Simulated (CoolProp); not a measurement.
Values from CoolProp's reference Helmholtz-energy equation of state, Thol 2015.

Q: For octamethylcyclotetrasiloxane (D4), give the phase and the cp (kJ/(kg K)), speed of sound (m/s), Joule-Thomson coefficient (K/MPa), isothermal compressibility (1/MPa) at 545.3 K and 14.9 bar; 614.9 K and 14.9 bar.

A: 
- 545.3 K and 14.9 bar: liquid; cp 2.28, speed of sound 233, Joule-Thomson coefficient 0.736, isothermal compressibility 0.0355
- 614.9 K and 14.9 bar: supercritical; cp 2.46, speed of sound 74.5, Joule-Thomson coefficient 16.7, isothermal compressibility 1.41
